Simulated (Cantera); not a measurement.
Input: 1 mol B, 0.87 mol N₂, equilibrated at 11.0 mbar.

These are equilibrium values from Cantera (NASA tables, ideal gas, pure condensed phases), not measurements of a reactor. Candidate condensed phases: B, BN; 5 gas species. The numbers say what is thermodynamically allowed, not how fast it happens. All values below are at 1350 °C.

Base state: N₂ 1.00 (mole fractions); condensed: BN(s).

Q: What changes in the equilibrium state with this change: 0.5 mol NH₃ added?

A: 
```
species     before     after
----------  ------  --------
H₂               0     0.547
N₂            1.00     0.452
H                0  0.000487
BN(s), mol    1.00      1.00
```
